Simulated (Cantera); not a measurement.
A perfectly stirred reactor is fed with CH₄ : H₂O = 1 : 0.96 (molar parts), at 7130 Torr; it is held at 1275 K, and followed from long to short residence time.

Model: GRI-Mech 3.0 (53 species, 325 reactions), integrated in Cantera.

Problem. Predict: x(CH₄) at τ = 8.90 s; x(H₂O) at τ = 8.90 s; x(CH₂O) at τ = 8.90 s; x(H₂) at τ = 8.90 s; x(CH₄) at τ = 0.220 s; x(H₂O) at τ = 0.220 s; x(CH₂O) at τ = 0.220 s; x(H₂) at τ = 0.220 s.

Solution. 
```json
{
  "x(CH₄) at τ = 8.90 s": "0.433",
  "x(H₂O) at τ = 8.90 s": "0.470",
  "x(CH₂O) at τ = 8.90 s": "3.49e-7",
  "x(H₂) at τ = 8.90 s": "0.0676",
  "x(CH₄) at τ = 0.220 s": "0.507",
  "x(H₂O) at τ = 0.220 s": "0.489",
  "x(CH₂O) at τ = 0.220 s": "2.07e-7",
  "x(H₂) at τ = 0.220 s": "0.00202"
}
```
